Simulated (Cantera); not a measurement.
A freely propagating, adiabatic, planar premixed flame of CO : H2 : CH4 : O2 : N2 = 1 : 0.86 : 0.12 : 0.975 : 3.67 (molar parts), unburnt at 400 K and 100.0 Torr; mixture-averaged transport, grid criteria slope 0.08 and curve 0.16, no radiation.

Model: GRI-Mech 3.0 (53 species, 325 reactions), integrated in Cantera. Burning velocities carry a grid error of a few per cent, more on coarse grids.

**Question.** What does this change do: inlet temperature 400 to 500 K?

**Answer.** 
```json
[
 {"quantity": "laminar burning velocity", "before": "213 cm/s", "after": "303 cm/s"},
 {"quantity": "thermal thickness", "before": "3.64 mm", "after": "3.64 mm"},
 {"quantity": "peak x(OH)", "before": "0.0114", "after": "0.0124"},
 {"quantity": "peak x(H)", "before": "0.0550", "after": "0.0586"}
]
```

**Question.** What does this change do: inlet temperature 400 to 600 K?

**Answer.** 
| quantity | before | after |
|---|---|---|
| laminar burning velocity | 213 cm/s | 416 cm/s |
| thermal thickness | 3.64 mm | 3.67 mm |
| peak x(OH) | 0.0114 | 0.0135 |
| peak x(H) | 0.0550 | 0.0623 |

**Question.** What does this change do: inlet temperature 400 to 525 K?

**Answer.** 
| quantity | before | after |
|---|---|---|
| laminar burning velocity | 213 cm/s | 328 cm/s |
| thermal thickness | 3.64 mm | 3.64 mm |
| peak x(OH) | 0.0114 | 0.0127 |
| peak x(H) | 0.0550 | 0.0595 |
